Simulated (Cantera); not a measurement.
Input: 1 mol SF₆, a varied amount of H₂, equilibrated at 2252 °C and 0.00600 bar.

Cantera equilibrium calculation (NASA polynomials, part measured and part estimated; ideal gas, pure solids and liquids). Candidate condensed phases: S; 24 gas species. Equilibrium is a limit: real reactors are often held back by kinetics, nucleation or transport.

### Question
At 4 mol H₂, list the 4 most abundant gas species with their mole fractions, and the condensed phases.

### Answer
HF 0.726, H 0.0964, S 0.0814, H₂ 0.0710. Condensed: gas only.
